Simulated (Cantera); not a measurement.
A closed system holds: 1 mol Zr, 5.2 mol N2, 3.5 mol N2O, held at 2698.15 K and 0.133 bar.

Equilibrium computed with Cantera from the NASA thermochemical tables; the gas is ideal and each condensed phase is pure. Candidate condensed phases: Zr, ZrN, ZrO2; 13 gas species. Kinetics and transport are ignored.

Base state: N2 0.901, O2 0.0577, O 0.0236, NO 0.0178, ZrO2 3.94e-5 (mole fractions); condensed: ZrO2(s).

Q: What changes in the equilibrium state with this change: Zr replaced by Nb?

A: 
| species | before | after |
|---|---|---|
| N2 | 0.901 | 0.909 |
| O2 | 0.0577 | 0.0397 |
| O | 0.0236 | 0.0196 |
| NbO2 | 0 | 0.0170 |
| NO | 0.0178 | 0.0148 |
| ZrO2 | 3.94e-5 | 0 |
| NbO | 0 | 1.45e-5 |
| ZrO2(s), mol | 1.000 | 0 |
| Nb2O5(l), mol | 0 | 0.419 |
Condensed phases not in the tables: the oxides between NbO2 and Nb2O5. Further candidate phases: Nb, NbO, NbO2, Nb2O5.
